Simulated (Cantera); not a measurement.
A Cantera script and its output.

```python
import numpy as np
import cantera as ct

gas = ct.Solution("gri30.yaml")
gas.TPX = 1650, 100000, {'C2H6': 1, 'N2': 9.9, 'H2O': 0.019}
inlet = ct.Reservoir(gas, clone=True)

reactor = ct.IdealGasConstPressureReactor(gas, energy="off", clone=False)
exhaust = ct.Reservoir(gas, clone=True)
tau = [5.4, 2.5, 1.1, 0.52, 0.24, 0.11, 0.05, 0.023, 0.01, 0.0048, 0.0022][0]
for a, b in ((inlet, reactor), (reactor, exhaust)):
    ct.MassFlowController(a, b, mdot=lambda t: reactor.mass / tau)
net = ct.ReactorNet([reactor])
show = ['C2H6', 'C2H4', 'C2H', 'H', 'HCN']

rows = []
print(f"{'tau/s':>10s}{'T/K':>9s}" + "".join(f"{s:>11s}" for s in show))
for tau in [5.4, 2.5, 1.1, 0.52, 0.24, 0.11, 0.05, 0.023, 0.01, 0.0048, 0.0022]:
    net.initial_time = 0.0
    net.advance(30 * tau)
    before = gas.X
    net.advance(40 * tau)
    drift = np.max(np.abs(gas.X - before) / (gas.X + 1e-9))
    rows.append([gas.T, *gas[show].X, drift])
    print(f"{tau:10.3e}{gas.T:9.1f}" + "".join(f"{x:11.3e}" for x in gas[show].X))
```

It prints:

```
     tau/s      T/K       C2H6       C2H4        C2H          H        HCN
 5.400e+00   1650.0  3.028e-06  7.853e-04  8.022e-08  3.683e-05  1.590e-06
 2.500e+00   1650.0  5.955e-06  7.774e-04  8.309e-08  3.772e-05  1.116e-06
 1.100e+00   1650.0  1.251e-05  7.819e-04  8.813e-08  3.938e-05  8.248e-07
 5.200e-01   1650.0  2.452e-05  8.158e-04  9.559e-08  4.203e-05  6.654e-07
 2.400e-01   1650.0  4.821e-05  9.101e-04  1.077e-07  4.660e-05  5.672e-07
 1.100e-01   1650.0  9.288e-05  1.110e-03  1.262e-07  5.392e-05  5.132e-07
 5.000e-02   1650.0  1.756e-04  1.487e-03  1.530e-07  6.484e-05  4.870e-07
 2.300e-02   1650.0  3.234e-04  2.136e-03  1.881e-07  7.934e-05  4.740e-07
 1.000e-02   1650.0  6.188e-04  3.346e-03  2.339e-07  9.870e-05  4.606e-07
 4.800e-03   1650.0  1.101e-03  5.139e-03  2.786e-07  1.182e-04  4.422e-07
 2.200e-03   1650.0  2.051e-03  8.220e-03  3.246e-07  1.400e-04  4.136e-07
```

Model: GRI-Mech 3.0 (53 species, 325 reactions), integrated in Cantera. GRI-Mech 3.0 stops at C3 and has no aromatics, soot or wall deposition, so with more carbon than oxygen in the feed, carbon stays in small species such as C2H2 where larger ones or solid carbon would form.
